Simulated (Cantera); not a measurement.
A perfectly stirred reactor is fed with H2 : O2 : N2 : NO = 1 : 0.417 : 1.57 : 0.0044 (molar parts), at 1.00 bar; it is adiabatic with a 448 K inlet, and is followed from long to short residence time, starting on the burning branch (τ in s: 0.18, 0.09, 0.046, 0.023, 0.012, 0.0058, 0.0029, 0.0015, 0.00075, 0.00038, 0.00019, 9.6e-05, 4.9e-05).

Detailed kinetics in Cantera: GRI-Mech 3.0 (53 species, 325 reactions). The mechanism lacks 2 NO + O2 → 2 NO2 and HONO, so NO2 and the effect of NO are under-described below about 1400 K.

### Question
Predict: blow-out, bracketed by the residence times tried; x(H2) at τ = 0.180 s; x(O2) at τ = 0.180 s; x(NO) at τ = 0.180 s; x(N2O) at τ = 0.180 s; x(H) at τ = 0.180 s; x(H2) at τ = 2.90 ms; x(O2) at τ = 2.90 ms; x(NO) at τ = 2.90 ms; x(N2O) at τ = 2.90 ms; x(H) at τ = 2.90 ms.

### Answer
- blow-out, bracketed by the residence times tried = burning at 49.0 µs, the shortest tried
- x(H2) at τ = 0.180 s = 0.0649
- x(O2) at τ = 0.180 s = 0.000621
- x(NO) at τ = 0.180 s = 0.00104
- x(N2O) at τ = 0.180 s = 4.82e-8
- x(H) at τ = 0.180 s = 0.00560
- x(H2) at τ = 2.90 ms = 0.0685
- x(O2) at τ = 2.90 ms = 0.00271
- x(NO) at τ = 2.90 ms = 0.00165
- x(N2O) at τ = 2.90 ms = 4.37e-8
- x(H) at τ = 2.90 ms = 0.0135
